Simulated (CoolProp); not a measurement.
A Linde-Hampson liquefier for normal hydrogen: isothermal reversible compression at 290 K from 1 atm to 10 MPa, throttling to 1 atm, return gas leaving the recuperator 2 K below the feed. Each further row changes one setting.

Model: reference Helmholtz-energy equation of state, Leachman 2009, in CoolProp.

```csv
case,compression work (kJ/kg of gas)
as stated,5560
high pressure 20 MPa,6470
warm-end temperature 320 K,6130
warm-end gap 7 K,5560
```
